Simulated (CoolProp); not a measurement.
Vapour-liquid equilibrium of R143a (1) + R236FA (2) at 0.0675 MPa; x and y are mole fractions of (1).

Computed with CoolProp (multi-fluid Helmholtz-energy mixture model, Lemmon and Jacobsen 2000 and Pan 2012; pair parameters Bell 2016).

```
x      bubble temperature, mixture model (°C)  bubble temperature, Raoult's law (°C)  y, mixture model  y, Raoult's law
-----  --------------------------------------  -------------------------------------  ----------------  ---------------
0.05                                    -15.5                                  -16.4             0.229            0.266
0.125                                   -21.7                                  -23.2             0.471            0.518
0.2                                     -27.1                                  -28.7             0.631            0.670
0.275                                   -31.7                                  -33.3                 …            0.767
0.35                                    -35.7                                  -37.0             0.813            0.832
0.425                                   -39.2                                  -40.3                 …            0.877
0.5                                     -42.2                                  -43.1             0.903            0.910
0.575                                   -44.9                                  -45.5             0.930            0.935
0.65                                    -47.2                                  -47.7             0.951            0.953
0.725                                   -49.3                                  -49.7             0.967            0.968
0.8                                         …                                  -51.5             0.979            0.979
0.875                                   -52.9                                  -53.1             0.988            0.988
0.95                                    -54.5                                  -54.5             0.996            0.996
```

Some entries are withheld; supply them.


- 0.275, y, mixture model: 0.739
- 0.425, y, mixture model: 0.865
- 0.8, bubble temperature, mixture model (°C): -51.2

The largest gap from Raoult's law is +1.6 K in bubble temperature, at x = 0.2. No azeotrope shows between x = 0.05 and 0.95.

The pair parameters rest on a limited set of measurements; away from them the model extrapolates.
